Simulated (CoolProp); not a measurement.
R245ca along the isotherm 127.65 °C: density (kg/m³) from the reference equation and from simpler models built on Tc = 174.4 °C, pc = 3.941 MPa, ω = 0.355; each cubic takes its own stable root.

Values from CoolProp's reference Helmholtz-energy equation of state, Zhou 2016.

```tsv
p (MPa)	phase	reference
0.657	gas	29.13
1.31	gas	66.29
1.97	liquid	1068
2.63	liquid	1077
3.28	liquid	1085
3.94	liquid	1093
4.6	liquid	1100
5.25	liquid	1107
5.91	liquid	1113
6.57	liquid	1119
7.22	liquid	1125
7.88	liquid	1130
8.54	liquid	1135
9.2	liquid	1140
9.85	liquid	1145
```

Q: How far does each simpler model (Redlich-Kwong, Peng-Robinson) lie from the reference over these 15 states: mean and median of the absolute difference, and the worst?

A: 
- Redlich-Kwong: mean 17.8 %, median 13.8 %, worst -89.3 % at 127.65 °C and 1.97 MPa
- Peng-Robinson: mean 1.3 %, median 1.2 %, worst +2.8 % at 127.65 °C and 9.85 MPa

At some of these states Redlich-Kwong gives the other phase, because its saturation line lies elsewhere.
